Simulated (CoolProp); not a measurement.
Values from CoolProp's reference Helmholtz-energy equation of state, Akasaka 2023.

### Question
For R1336mzz(E), give the phase and the cp (kJ/(kg K)), cv (kJ/(kg K)) at 136.85 °C and 0.619 bar; 136.85 °C and 1.41 bar; 136.85 °C and 7.29 bar.

### Answer
- 136.85 °C and 0.619 bar: gas; cp 0.911, cv 0.859
- 136.85 °C and 1.41 bar: gas; cp 0.916, cv 0.860
- 136.85 °C and 7.29 bar: gas; cp 0.956, cv 0.872
